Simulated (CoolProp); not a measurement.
A single-stage vapour-compression cycle with ethane: evaporating at 216.15 K (dew point), condensing at 243.15 K (bubble point), superheat 2 K, subcooling 8 K, compressor efficiency 0.8, no pressure losses. Each further row changes one setting.

Values from CoolProp's reference Helmholtz-energy equation of state, Bücker 2006.

```json
[
 {"case": "as stated", "cooling COP": "5.84", "pressure ratio": "2.50", "discharge temperature (K)": "269.0", "refrigerating effect (kJ/kg)": "394", "volumetric capacity (kJ/m³)": "3060"},
 {"case": "evaporating temperature 221.15 K", "cooling COP": "7.48", "pressure ratio": "2.07", "discharge temperature (K)": "263.9", "refrigerating effect (kJ/kg)": "399", "volumetric capacity (kJ/m³)": "3690"},
 {"case": "condensing temperature 238.15 K", "cooling COP": "7.34", "pressure ratio": "2.14", "discharge temperature (K)": "260.1", "refrigerating effect (kJ/kg)": "408", "volumetric capacity (kJ/m³)": "3160"},
 {"case": "subcooling 13 K", "cooling COP": "6.04", "pressure ratio": "2.50", "discharge temperature (K)": "269.0", "refrigerating effect (kJ/kg)": "408", "volumetric capacity (kJ/m³)": "3160"},
 {"case": "superheat 12 K", "cooling COP": "5.74", "pressure ratio": "2.50", "discharge temperature (K)": "280.0", "refrigerating effect (kJ/kg)": "411", "volumetric capacity (kJ/m³)": "3000"},
 {"case": "compressor efficiency 0.7", "cooling COP": "5.11", "pressure ratio": "2.50", "discharge temperature (K)": "274.1", "refrigerating effect (kJ/kg)": "394", "volumetric capacity (kJ/m³)": "3060"}
]
```
